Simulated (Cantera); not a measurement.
CF4 + H2 (fluorocarbon and chlorocarbon gases)

A closed system holds: 1 mol CF4, 0.49 mol H2, at 0.840 bar.

Method: chemical equilibrium by Gibbs-energy minimisation in Cantera with the NASA 1993 tables (ideal gas, pure condensed phases). Candidate condensed phases: C, C6H6, C7H8, C8H18; 110 gas species. Ions and electrons are included (thermal ionisation). The tables' values for C2F4 are old estimates; treat these amounts as uncertain. Gases not in the tables: C2F6 and larger saturated fluorocarbons. Kinetics and transport are ignored.

```tsv
T (K)	x F	x HF	x CF4	x CF2	x H	x C	x CF	x C3	x CF3	x C2	n C(graphite)
2000	0.00104	0.562	0.427	0.00795	6.99e-7	3.62e-11	4.83e-6	3.30e-11	0.00160	2.79e-12	0.238
2250	0.00847	0.547	0.390	0.0475	4.30e-6	4.34e-9	0.000117	7.74e-9	0.00670	6.81e-10	0.203
2500	0.0422	0.496	0.273	0.170	1.85e-5	1.98e-7	0.00138	5.92e-7	0.0169	5.45e-8	0.0869
2750	0.164	0.414	0.125	0.270	5.29e-5	2.32e-6	0.00554	2.74e-6	0.0211	5.15e-7	0
3000	0.321	0.336	0.0192	0.291	0.000192	3.35e-5	0.0206	6.35e-5	0.0117	1.16e-5	0
3250	0.397	0.301	0.00141	0.227	0.000877	0.000480	0.0655	0.00301	0.00367	0.000362	0
3500	0.495	0.264	0.000101	0.112	0.00298	0.00266	0.104	0.0149	0.000870	0.00221	0
3750	0.568	0.233	6.12e-6	0.0405	0.00905	0.00875	0.109	0.0244	0.000157	0.00587	0
4000	0.606	0.202	3.74e-7	0.0131	0.0244	0.0219	0.0942	0.0258	2.63e-5	0.0107	0
4250	0.629	0.158	2.66e-8	0.00423	0.0533	0.0447	0.0739	0.0204	4.63e-6	0.0151	0
4500	0.644	0.106	2.21e-9	0.00137	0.0896	0.0758	0.0530	0.0121	8.67e-7	0.0166	0
4750	0.654	0.0620	2.06e-10	0.000434	0.121	0.108	0.0346	0.00524	1.68e-7	0.0142	0
5000	0.660	0.0339	2.14e-11	0.000137	0.140	0.132	0.0210	0.00177	3.39e-8	0.00979	0
```
x: gas mole fraction; n: condensed amount in mol.

From 2000 K to 2500 K the condensed part is C(graphite). From 2750 K to 5000 K nothing is condensed. The main C-bearing gas is CF4 at 2000 K and C at 5000 K.
